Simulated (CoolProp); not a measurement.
Sulfur dioxide at several states: density (kg/m³) from the reference equation and from simpler models built on Tc = 430.6 K, pc = 78.87 bar, ω = 0.256; each cubic takes its own stable root.

Computed with CoolProp (reference Helmholtz-energy equation of state, Gao 2016).

```json
[
 {"T (K)": "408.9", "p (bar)": "1.54", "phase": "gas", "reference": "2.926"},
 {"T (K)": "279.1", "p (bar)": "0.131", "phase": "gas", "reference": "0.3627"},
 {"T (K)": "276", "p (bar)": "2.44", "phase": "liquid", "reference": "1428"},
 {"T (K)": "255.2", "p (bar)": "9.95", "phase": "liquid", "reference": "1484"},
 {"T (K)": "415.5", "p (bar)": "2.11", "phase": "gas", "reference": "3.955"}
]
```

Question: How far does each simpler model (van der Waals, Redlich-Kwong, Soave-Redlich-Kwong) lie from the reference over these 5 states: mean and median of the absolute difference, and the worst?

Answer: 
- van der Waals: mean 28.2 %, median 0.2 %, worst -99.5 % at 276 K and 2.44 bar
- Redlich-Kwong: mean 22.6 %, median 0.1 %, worst -99.5 % at 276 K and 2.44 bar
- Soave-Redlich-Kwong: mean 4.2 %, median 0.1 %, worst -10.5 % at 255.2 K and 9.95 bar

At some of these states van der Waals, Redlich-Kwong gives the other phase, because its saturation line lies elsewhere.
